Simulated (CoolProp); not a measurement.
The fluid at 497.91 K and 4.69 MPa flows at 13 m/s in a round tube of 4.6 mm bore and 45 µm roughness, fully developed (64/Re and Nu = 3.66 if laminar; Colebrook and Gnielinski if turbulent). The same conditions are run with several fluids, on thermodynamics alone (safety and materials aside).

Values from CoolProp's reference Helmholtz-energy equation of state of each fluid (normal hydrogen: Leachman 2009; propane: Lemmon 2009; R507A: Lemmon 2003; dry air: Lemmon 2000; CF4 (R14): Platzer 1990). The equations of Platzer and Polt are older, rougher fits. Blends and air are pseudo-pure fits.

Problem. Rank normal hydrogen, propane, R507A, dry air, CF4 (R14) by Reynolds number, highest first.

Solution. R507A (337000), propane (232000), CF4 (R14) (219000), dry air (70200), normal hydrogen (10600)

| fluid | Darcy friction factor | pressure drop (Pa/m) | heat-transfer coefficient (W/(m² K)) | mass flow (kg/h) |
|---|---|---|---|---|
| normal hydrogen | 0.0427 | 1760 | 2600 | 1.74 |
| propane | 0.0379 | 40400 | 11200 | 45.1 |
| R507A | 0.0378 | 87100 | 10500 | 97.6 |
| dry air | 0.0385 | 22800 | 2550 | 25.1 |
| CF4 (R14) | 0.0379 | 69100 | 6590 | 77.2 |

Transport values come from each fluid's own correlations; those of CF4 (R14) are estimates that may be off by 10 % or more.
